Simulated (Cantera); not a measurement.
**Carbothermic reduction: SiO₂ + CO**

A closed system holds: 1 mol SiO₂, 8.8 mol CO, at 1423.15 K and 435 Torr.

These are equilibrium values from Cantera (NASA tables, ideal gas, pure condensed phases), not measurements of a reactor. Candidate condensed phases: C, Si, SiC, SiO₂; 20 gas species. The tables hold silica as quartz up to 1696 K and as liquid above; real silica turns to tridymite and cristobalite and melts near 1996 K. Equilibrium is a limit: real reactors are often held back by kinetics, nucleation or transport.

```yaml
x(CO): 0.999
x(CO₂): 0.000788
n(C(graphite)): 0.00692 mol
n(SiO₂(β-quartz)): 1.000 mol
gas_amount: 8.793 mol
log10 activity of Si(s) (absent): -6.22
```
